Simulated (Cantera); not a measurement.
Input: 1 mol SiCl4, 13 mol O2, 7.8 mol NO, held at 0.000570 bar.

Cantera equilibrium calculation (NASA polynomials, part measured and part estimated; ideal gas, pure solids and liquids). Candidate condensed phases: Si, SiO2, Si2N2O, Si3N4; 23 gas species. The tables hold silica as quartz up to 1696 K and as liquid above; real silica turns to tridymite and cristobalite and melts near 1996 K. Kinetics and transport are ignored. All values below are at 1598 K.

Base state: O2 0.668, Cl 0.166, N2 0.163, NO 0.00156, Cl2 0.00132, O 0.000485, ClO 7.06e-5 (mole fractions); condensed: SiO2(β-quartz).

What changes in the equilibrium state with this change: pressure from 0.000570 bar to 0.00840 bar?


| species | before | after |
|---|---|---|
| O2 | 0.668 | 0.677 |
| N2 | 0.163 | 0.165 |
| Cl | 0.166 | 0.142 |
| Cl2 | 0.00132 | 0.0143 |
| O | 0.000485 | 0.000127 |
| ClO | 7.06e-5 | 0.000233 |
| NO | 0.00156 | 0.00158 |
| SiO2(β-quartz), mol | 1.000 | 1.00 |

What changes in the equilibrium state with this change: NO from 7.8 to 0.51 mol?


```json
[
 {"species": "O2", "before": "0.668", "after": "0.744"},
 {"species": "Cl", "before": "0.166", "after": "0.237"},
 {"species": "N2", "before": "0.163", "after": "0.0152"},
 {"species": "NO", "before": "0.00156", "after": "0.000502"},
 {"species": "Cl2", "before": "0.00132", "after": "0.00272"},
 {"species": "ClO", "before": "7.06e-5", "after": "0.000107"},
 {"species": "O", "before": "0.000485", "after": "0.000511"},
 {"species": "SiO2(β-quartz), mol", "before": "1.000", "after": "1.000"}
]
```
